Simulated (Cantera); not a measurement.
# Thermodynamics of silicon nitride deposition, feed SiF4 + N2 + H2

Input: 1 mol SiF4, 5.3 mol N2, a varied amount of H2, held at 1175 K and 75.0 Torr.

These are equilibrium values from Cantera (NASA tables, ideal gas, pure condensed phases), not measurements of a reactor. Candidate condensed phases: Si, Si3N4; 37 gas species. N2 is the only nitrogen source here; it is nearly inert below about 1500 K, so the nitride shown seldom forms there in practice. The tables' values for SiF3 are old estimates; treat these amounts as uncertain. Rates play no part.

```
n(H2) (mol)   x H2    x N2   x SiF4      x HF  n Si3N4(s)
-----------  -----  ------  -------  --------  ----------
1.9          0.231   0.646    0.121   0.00142    0.000528
3.3          0.343   0.552    0.103   0.00162    0.000747
5.8          0.478   0.438   0.0817   0.00174     0.00106
10           0.612   0.325   0.0604   0.00173     0.00149
18           0.740   0.218   0.0403   0.00161     0.00216
31           0.830   0.142   0.0261   0.00143     0.00305
55           0.896  0.0863   0.0158   0.00120     0.00439
97           0.938  0.0512  0.00924  0.000987     0.00628
```
x: gas mole fraction; n: condensed amount in mol.

From 1.9 mol H2 to 97 mol H2 the condensed part is Si3N4(s). The main Si-bearing gas is SiF4 throughout.
